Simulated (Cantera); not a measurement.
An isothermal plug-flow reactor at 950 K and 0.930 bar (inlet), inlet velocity 1.6 m/s, active area per volume 1300 1/m; feed CH4 : O2 : N2 = 0.002 : 0.028 : 0.79 (molar parts), equivalence ratio 0.14.

Cantera simulation using Deutschmann's 1995 Pt surface mechanism with GRI-Mech 3.0 gas chemistry; the numbers are that mechanism's predictions, not measurements. Catalytic surfaces can have several steady states; this one follows from the mechanism file's or the stated starting coverage. Mass transfer to the wall is taken as infinitely fast.

### Question
Predict: x(CH4) at z = 0.0096 m; x(O2) at z = 0.0096 m; x(H2O) at z = 0.0096 m; x(CO2) at z = 0.0096 m; x(CO) at z = 0.0096 m; θ(free Pt) at the exit; θ(O*) at the exit.

### Answer
- x(CH4) at z = 0.0096 m = 0.00139
- x(O2) at z = 0.0096 m = 0.0321
- x(H2O) at z = 0.0096 m = 0.00209
- x(CO2) at z = 0.0096 m = 0.00104
- x(CO) at z = 0.0096 m = 6.27e-7
- θ(free Pt) at the exit = 0.204
- θ(O*) at the exit = 0.795
